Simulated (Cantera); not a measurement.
A closed system holds: 1 mol borazine, 4.9 mol H2O, 81 mol N2, 0.5 mol NH3, held at 22.0 Pa.

Method: chemical equilibrium by Gibbs-energy minimisation in Cantera with the NASA 1993 tables (ideal gas, pure condensed phases). Candidate condensed phases: B, BN, B2O3, B3O3H3, H2O; 39 gas species. The feed counts by its element totals alone. Kinetics and transport are ignored.

log p: log10 of the partial pressure in bar; nothing condenses.

```json
[
 {"T (K)": "1573", "log p N2": "-3.71", "log p H2": "-4.72", "log p H": "-6.75", "log p BO": "-7.11", "log p HBO2": "-5.66", "log p B2O3": "-5.66", "log p H2O": "-7.00"},
 {"T (K)": "1623", "log p N2": "-3.71", "log p H2": "-4.72", "log p H": "(withheld)", "log p BO": "(withheld)", "log p HBO2": "-5.65", "log p B2O3": "-5.67", "log p H2O": "(withheld)"},
 {"T (K)": "1673", "log p N2": "-3.71", "log p H2": "-4.73", "log p H": "-6.31", "log p BO": "-6.65", "log p HBO2": "-5.64", "log p B2O3": "-5.69", "log p H2O": "-6.82"},
 {"T (K)": "1723", "log p N2": "-3.71", "log p H2": "-4.73", "log p H": "-6.11", "log p BO": "-6.45", "log p HBO2": "-5.62", "log p B2O3": "-5.72", "log p H2O": "-6.73"},
 {"T (K)": "1773", "log p N2": "-3.71", "log p H2": "-4.74", "log p H": "-5.92", "log p BO": "-6.28", "log p HBO2": "-5.61", "log p B2O3": "-5.75", "log p H2O": "-6.63"},
 {"T (K)": "1823", "log p N2": "-3.71", "log p H2": "-4.75", "log p H": "-5.74", "log p BO": "-6.12", "log p HBO2": "-5.60", "log p B2O3": "-5.79", "log p H2O": "-6.53"},
 {"T (K)": "1873", "log p N2": "-3.71", "log p H2": "-4.77", "log p H": "-5.57", "log p BO": "-5.99", "log p HBO2": "-5.59", "log p B2O3": "-5.83", "log p H2O": "-6.42"},
 {"T (K)": "1923", "log p N2": "-3.71", "log p H2": "-4.79", "log p H": "(withheld)", "log p BO": "(withheld)", "log p HBO2": "-5.59", "log p B2O3": "(withheld)", "log p H2O": "(withheld)"},
 {"T (K)": "1973", "log p N2": "-3.71", "log p H2": "-4.81", "log p H": "-5.28", "log p BO": "-5.77", "log p HBO2": "-5.59", "log p B2O3": "-5.96", "log p H2O": "-6.22"},
 {"T (K)": "2023", "log p N2": "-3.72", "log p H2": "-4.84", "log p H": "-5.14", "log p BO": "-5.68", "log p HBO2": "-5.60", "log p B2O3": "-6.03", "log p H2O": "-6.13"},
 {"T (K)": "2073", "log p N2": "-3.72", "log p H2": "-4.89", "log p H": "-5.02", "log p BO": "-5.60", "log p HBO2": "-5.62", "log p B2O3": "-6.12", "log p H2O": "-6.06"},
 {"T (K)": "2123", "log p N2": "-3.72", "log p H2": "-4.94", "log p H": "-4.92", "log p BO": "-5.54", "log p HBO2": "-5.66", "log p B2O3": "-6.22", "log p H2O": "-6.01"}
]
```

### Question
Fill in the missing entries.

### Answer

- 1623, log p H: -6.52
- 1623, log p BO: -6.87
- 1623, log p H2O: -6.92
- 1923, log p H: -5.42
- 1923, log p BO: -5.87
- 1923, log p B2O3: -5.89
- 1923, log p H2O: -6.32
